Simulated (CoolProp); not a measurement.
The numbers come from the reference Helmholtz-energy equation of state, Guder 2009 in CoolProp.

**Question.** For sulfur hexafluoride, give the phase and the density (kg/m³), cp (kJ/(kg K)), viscosity (µPa s), Prandtl number at 326.1 K and 5.87 MPa; 326.1 K and 8.21 MPa; 326.1 K and 9.39 MPa.

**Answer.** 
- 326.1 K and 5.87 MPa: supercritical; density 1140, cp 1.50, viscosity 81.9, Prandtl number 2.56
- 326.1 K and 8.21 MPa: supercritical; density 1270, cp 1.20, viscosity 103, Prandtl number 2.34
- 326.1 K and 9.39 MPa: supercritical; density 1310, cp 1.15, viscosity 111, Prandtl number 2.31

Viscosity comes from a separate model (Quiñones-Cisneros 2012). Thermal conductivity comes from a separate model (Assael 2012).
